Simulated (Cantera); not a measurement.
A freely propagating, adiabatic, planar premixed flame of 4.42 % C3H8, 20.1 % O2, 75.5 % N2, equivalence ratio 1.1, unburnt at 450 K and 1430 Torr; mixture-averaged transport, grid criteria slope 0.08 and curve 0.16, no radiation.

Model: GRI-Mech 3.0 (53 species, 325 reactions), integrated in Cantera. GRI-Mech 3.0 was tuned for natural gas; its chemistry of propane as a main component is partial and can be far from experiment. Burning velocities carry a grid error of a few per cent, more on coarse grids.

**Question.** Predict: laminar burning velocity; thermal thickness; peak x(C2H6); peak x(CH2).

**Answer.** 
| Property | Value |
|---|---|
| laminar burning velocity | 84.0 cm/s |
| thermal thickness | 0.168 mm |
| peak x(C2H6) | 0.00157 |
| peak x(CH2) | 7.34e-5 |
